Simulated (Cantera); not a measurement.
Input: 1 mol Si3N4, 0.019 mol H2, 0.022 mol Si, equilibrated at 1.00 Torr.

Cantera equilibrium calculation (NASA polynomials, part measured and part estimated; ideal gas, pure solids and liquids). Candidate condensed phases: Si, Si3N4; 18 gas species. Mutual solubility and eutectic melting of coexisting phases are not modelled. The tables' values for SiN are old estimates; treat these amounts as uncertain. Kinetics and transport are ignored.

x: gas mole fraction; n: condensed amount in mol.

```csv
T (°C),x N2,x Si,x H2,x Si2,x H,x Si2N,n Si(s),n Si3N4(s),n Si(l)
1400,0.747,0.000313,0.252,1.21e-6,0.00156,1.18e-5,0.106,0.972,[?]
1500,0.989,0.00160,0.00902,8.89e-6,0.000740,4.62e-5,0,0,3.02
1600,0.983,0.00661,0.00851,4.94e-5,0.00163,0.000128,0,0,3.01
1700,0.965,0.0237,0.00754,0.000230,0.00321,0.000318,0,0,2.97
1800,0.911,0.0748,0.00585,0.000918,0.00551,0.000705,0,0,2.85
1900,0.770,0.212,0.00338,0.00322,0.00768,0.00137,0,0,[?]
2000,0.428,0.549,0.000775,0.0101,0.00641,0.00201,0,0,[?]
2100,0.398,0.586,0.000318,0.00575,0.00682,0.000723,0,0,0
2200,0.396,0.591,0.000139,0.00309,0.00720,0.000262,0,0,0
2300,0.396,0.594,6.13e-5,0.00173,0.00737,0.000102,0,0,0
2400,0.395,0.595,2.81e-5,0.00100,0.00744,4.27e-5,0,0,0
2500,0.395,0.596,1.35e-5,0.000606,0.00748,1.90e-5,0,0,0
```

**Question.** Fill in the missing entries.

**Answer.** 
- 1400, n Si(l): 0
- 1900, n Si(l): 2.44
- 2000, n Si(l): 0.322
